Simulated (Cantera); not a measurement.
Feed: 1 mol CH3F, 10 mol H2, 0.022 mol F2.

Method: chemical equilibrium by Gibbs-energy minimisation in Cantera with the NASA 1993 tables (ideal gas, pure condensed phases). Candidate condensed phases: C, C6H6, C7H8, C8H18; 95 gas species. Rates play no part.

Q: What condenses at these points (T in K, P in Pa): (1848, 4.2); (2148, 320); (3048, 100000); (1998, 1); (2748, 18)?

A: 
```json
[
 {"T (K)": "1848", "P in Pa": "4.2", "condensed phases": "C", "C condensed (%)": "99.5"},
 {"T (K)": "2148", "P in Pa": "320", "condensed phases": "C", "C condensed (%)": "95.9"},
 {"T (K)": "3048", "P in Pa": "100000", "condensed phases": "gas only", "C condensed (%)": "0.0"},
 {"T (K)": "1998", "P in Pa": "1", "condensed phases": "C", "C condensed (%)": "98.7"},
 {"T (K)": "2748", "P in Pa": "18", "condensed phases": "gas only", "C condensed (%)": "0.0"}
]
```
